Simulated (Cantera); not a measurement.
A freely propagating, adiabatic, planar premixed flame of CH4 : O2 : N2 = 1 : 2 : 9.2 (molar parts), equivalence ratio 1.0, unburnt at 400 K and 8.10 bar; multicomponent+Soret transport, grid criteria slope 0.08 and curve 0.16, no radiation.

Computed with Cantera and GRI-Mech 3.0 (53 species, 325 reactions). Burning velocities carry a grid error of a few per cent, more on coarse grids.

x: mole fraction of selected species; z is measured from the peak of heat release.

| z (mm) | T (K) | u (m/s) | x CH4 | x O2 | x NO | x CO | x N2O | x CH2O |
|---|---|---|---|---|---|---|---|---|
| -0.489 | 401 | 0.142 | 0.0818 | 0.164 | <1e-8 | 8.43e-6 | <1e-8 | 2.18e-7 |
| -0.326 | 409 | 0.145 | 0.0810 | 0.163 | <1e-8 | 9.82e-5 | <1e-8 | 3.77e-6 |
| -0.245 | 434 | 0.154 | 0.0788 | 0.162 | … | 0.000420 | <1e-8 | 2.02e-5 |
| -0.163 | 565 | 0.201 | 0.0706 | 0.153 | … | 0.00230 | 1.96e-8 | 0.000151 |
| -0.0816 | 1034 | 0.371 | 0.0455 | 0.112 | … | 0.0107 | 1.25e-7 | 0.000809 |
| -0.0408 | 1427 | 0.514 | 0.0233 | 0.0724 | … | 0.0189 | 2.48e-7 | 0.000954 |
| 0 | 1821 | 0.656 | 0.00300 | 0.0294 | … | 0.0242 | 4.13e-7 | 0.000258 |
| 0.0408 | 1973 | 0.707 | 2.57e-5 | 0.0124 | … | 0.0153 | 5.81e-7 | 5.70e-6 |
| 0.0816 | 2029 | 0.725 | 1.62e-7 | 0.00850 | … | 0.0101 | 6.02e-7 | 4.44e-8 |
| 0.163 | 2078 | 0.741 | <1e-8 | 0.00580 | … | 0.00664 | 5.10e-7 | <1e-8 |
| 0.326 | 2110 | 0.751 | <1e-8 | 0.00401 | … | 0.00446 | 3.61e-7 | <1e-8 |
| 0.653 | 2127 | 0.757 | <1e-8 | 0.00298 | … | 0.00309 | 2.43e-7 | <1e-8 |
| 1.31 | 2135 | 0.759 | <1e-8 | 0.00251 | … | 0.00243 | 1.87e-7 | <1e-8 |

### Question
Fill in the missing entries.

### Answer

- -0.245, x NO: 2.34e-8
- -0.163, x NO: 2.42e-7
- -0.0816, x NO: 4.08e-6
- -0.0408, x NO: 1.17e-5
- 0, x NO: 2.17e-5
- 0.0408, x NO: 3.20e-5
- 0.0816, x NO: 3.64e-5
- 0.163, x NO: 4.02e-5
- 0.326, x NO: 4.40e-5
- 0.653, x NO: 4.82e-5
- 1.31, x NO: 5.38e-5
